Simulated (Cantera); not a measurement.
Charge: 1 mol SiF₄, 1 mol O₃, 16 mol H₂, at 0.133 bar.

Equilibrium computed with Cantera from the NASA thermochemical tables; the gas is ideal and each condensed phase is pure. Candidate condensed phases: H₂O, Si, SiO₂; 38 gas species. The tables hold silica as quartz up to 1696 K and as liquid above; real silica turns to tridymite and cristobalite and melts near 1996 K. The numbers say what is thermodynamically allowed, not how fast it happens.

x: gas mole fraction; n: condensed amount in mol.

| T (K) | x H₂ | x HF | x H₂O | x SiF₄ | n SiO₂(α-quartz) | n SiO₂(β-quartz) |
|---|---|---|---|---|---|---|
| 723 | 0.754 | 0.0578 | 0.145 | 0.0435 | 0.249 | 0 |
| 773 | 0.751 | 0.0727 | 0.137 | 0.0396 | 0.315 | 0 |
| 823 | 0.748 | 0.0880 | 0.129 | 0.0355 | 0.382 | 0 |
| 873 | 0.745 | 0.103 | 0.120 | 0.0315 | 0 | ? |
| 923 | 0.742 | 0.118 | 0.112 | 0.0276 | 0 | ? |
| 973 | 0.740 | 0.132 | 0.105 | 0.0240 | 0 | ? |
| 1023 | 0.737 | 0.144 | 0.0979 | 0.0206 | 0 | ? |
| 1073 | 0.735 | 0.156 | 0.0917 | 0.0176 | 0 | 0.689 |
| 1123 | 0.733 | 0.166 | 0.0862 | 0.0149 | 0 | 0.736 |
| 1173 | 0.731 | 0.175 | 0.0814 | 0.0126 | 0 | 0.777 |

Question: What belongs in the gaps?

Answer: 
- 873, n SiO₂(β-quartz): 0.450
- 923, n SiO₂(β-quartz): 0.517
- 973, n SiO₂(β-quartz): 0.579
- 1023, n SiO₂(β-quartz): 0.637
